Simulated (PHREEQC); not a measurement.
Solution (25 °C): 0.045 mol KOH and 0.0025 mol Na2SiO3 per kg of water. Closed to the air; pH follows from the charge balance.

All values are PHREEQC results (ion-association model, phreeqc.dat), not measurements.

- pH = 12.57
- ionic strength = 0.0508 mol/kgw
- density = 1.000 g/cm³
- total alkalinity = 50.0 meq/kg

```csv
species,molality,activity,log γ
OH-,0.0467,0.0379,-0.091
K+,0.0450,0.0365,-0.091
Na+,0.00500,0.00412,-0.084
H3SiO4-,0.00173,0.00141,-0.089
H2SiO4-2,0.000767,0.000360,-0.328
H4SiO4,2.52e-6,2.55e-6,0.005
```

This is a speciation only: nothing precipitates in the calculation. Complexes and solids missing from the database can't appear.
